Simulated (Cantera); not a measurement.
A Cantera script and what it prints.

```python
import numpy as np
import cantera as ct

gas_names = """
    C CO CO2 C2 C2O C3 C3O2 C4 C5 Ca CaO Ca2 O O2 O3
""".split()
cond_names = """
    C(gr) Ca(a) Ca(b) Ca(L) CaCO3(caL) CaO(s) CaO(L)
""".split()


def load(file, names, dense=False):
    # The tables refer to 1 bar. Condensed volumes are neglected.
    table = {s.name: s for s in ct.Species.list_from_file(file)}
    out = []
    for n in names:
        d = dict(table[n].input_data)
        d["thermo"] = dict(d["thermo"], **{"reference-pressure": 1e5})
        if dense:
            d["equation-of-state"] = {"model": "constant-volume", "density": "1e6 g/cm^3"}
        out.append(ct.Species.from_dict(d))
    return out


gas = ct.Solution(thermo="ideal-gas", species=load("nasa_gas.yaml", gas_names))
cond = {s.name: ct.Solution(thermo="fixed-stoichiometry", species=[s], name=s.name)
        for s in load("nasa_condensed.yaml", cond_names, dense=True)}
atoms = {
    'CaCO3': {'Ca': 1, 'C': 1, 'O': 3},
    'O2': {'O': 2},
}
top_T = {'C(gr)': 4500}  # K; cautious upper limits of use, not melting points


def equilibrate(T, P, feed):
    n = {}
    for name, mol in feed.items():
        for a, k in atoms[name].items():
            n[a] = n.get(a, 0.0) + k * mol
    gas.TPX = T, P, n
    mass = sum(n.values()) * gas.mean_molecular_weight
    gas.equilibrate("TP")
    valid = [c for c in cond.values() if c.min_temp <= T <= top_T.get(c.name, c.max_temp)]
    mix = ct.Mixture([(gas, mass / gas.mean_molecular_weight)] + [(c, 0.0) for c in valid])
    mix.T, mix.P = T, P
    mix.equilibrate("TP", solver="vcs", rtol=1e-11, max_steps=5000)
    return mix


results = []
feed = {'CaCO3': 1, 'O2': 0.58}  # mol
T = 1725  # K
P = 440000  # Pa
mix = equilibrate(T, P, feed)
results.append((T, P, feed, dict(zip(mix.species_names, mix.species_moles))))
x = sorted(zip(gas.X, gas.species_names), reverse=True)
print(f"T = {T:g} K  P = {P:g} Pa  gas = {mix.phase_moles(0):.4g} mol")
print("   x: " + "  ".join(f"{s} {v:.3e}" for v, s in x if v > 0.001))
print("   condensed (mol): " + ("  ".join(f"{mix.phase(i).name} {mix.phase_moles(i):.4g}"
      for i in range(1, mix.n_phases) if mix.phase_moles(i) > 1e-12) or "none"))
```

Output:

```
T = 1725 K  P = 440000 Pa  gas = 1.58 mol
   x: CO2 6.328e-01  O2 3.671e-01
   condensed (mol): CaO(s) 1
```

Cantera equilibrium calculation (NASA polynomials, part measured and part estimated; ideal gas, pure solids and liquids).
